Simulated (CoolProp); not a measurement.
Methanol along the isotherm 620 K: fugacity coefficient from the reference equation and from simpler models built on Tc = 513.4 K, pc = 8.216 MPa, ω = 0.565; each cubic takes its own stable root.

Values from CoolProp's reference Helmholtz-energy equation of state, de Reuck 1993.

```tsv
p (MPa)	phase	reference
3.73	gas	0.9259
7.47	gas	0.8547
11.2	supercritical	0.7894
14.9	supercritical	0.7306
18.7	supercritical	0.6761
22.4	supercritical	0.6281
26.1	supercritical	0.5863
29.9	supercritical	0.5505
33.6	supercritical	0.5220
37.3	supercritical	0.4985
41.1	supercritical	0.4786
```

Question: How far does each simpler model (van der Waals, Soave-Redlich-Kwong, Peng-Robinson) lie from the reference over these 11 states: mean and median of the absolute difference, and the worst?

Answer: 
- van der Waals: mean 5.6 %, median 5.7 %, worst -9.8 % at 620 K and 22.4 MPa
- Soave-Redlich-Kwong: mean 10.5 %, median 9.1 %, worst +23.1 % at 620 K and 41.1 MPa
- Peng-Robinson: mean 4.1 %, median 2.4 %, worst +11.9 % at 620 K and 41.1 MPa
